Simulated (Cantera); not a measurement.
A perfectly stirred reactor is fed with CH₄ : H₂ : O₂ = 0.019 : 1 : 0.0074 (molar parts), equivalence ratio 73, at 0.0464 atm; it is held at 2600 K, and followed from long to short residence time.

Model: GRI-Mech 3.0 (53 species, 325 reactions), integrated in Cantera. Radical loss at walls, strong at low pressure, is not modelled.

x: mole fraction; the columns are a selection and need not sum to one.

```json
[
 {"τ (s)": "0.32", "x CH₄": "(withheld)", "x H₂": "0.844", "x O₂": "1.32e-7", "x C₂H₂": "0.00187", "x C₂H₆": "1.24e-11", "x CO": "0.0129", "x HO₂": "1.88e-11"},
 {"τ (s)": "0.15", "x CH₄": "(withheld)", "x H₂": "0.862", "x O₂": "3.28e-7", "x C₂H₂": "0.00200", "x C₂H₆": "4.56e-11", "x CO": "0.0127", "x HO₂": "5.38e-11"},
 {"τ (s)": "0.072", "x CH₄": "(withheld)", "x H₂": "0.885", "x O₂": "8.53e-7", "x C₂H₂": "0.00234", "x C₂H₆": "2.09e-10", "x CO": "0.0121", "x HO₂": "1.74e-10"},
 {"τ (s)": "0.034", "x CH₄": "(withheld)", "x H₂": "0.906", "x O₂": "2.34e-6", "x C₂H₂": "0.00301", "x C₂H₆": "1.02e-9", "x CO": "0.0108", "x HO₂": "6.11e-10"},
 {"τ (s)": "0.016", "x CH₄": "(withheld)", "x H₂": "0.920", "x O₂": "6.30e-6", "x C₂H₂": "0.00398", "x C₂H₆": "4.19e-9", "x CO": "0.00853", "x HO₂": "2.03e-9"},
 {"τ (s)": "0.0076", "x CH₄": "(withheld)", "x H₂": "0.929", "x O₂": "1.61e-5", "x C₂H₂": "0.00496", "x C₂H₆": "1.42e-8", "x CO": "0.00595", "x HO₂": "6.10e-9"},
 {"τ (s)": "0.0036", "x CH₄": "(withheld)", "x H₂": "0.935", "x O₂": "4.02e-5", "x C₂H₂": "0.00555", "x C₂H₆": "4.27e-8", "x CO": "0.00365", "x HO₂": "1.75e-8"}
]
```

**Question.** Some entries are withheld; supply them.

**Answer.** 
- 0.32, x CH₄: 1.78e-5
- 0.15, x CH₄: 3.59e-5
- 0.072, x CH₄: 8.27e-5
- 0.034, x CH₄: 0.000200
- 0.016, x CH₄: 0.000440
- 0.0076, x CH₄: 0.000874
- 0.0036, x CH₄: 0.00163
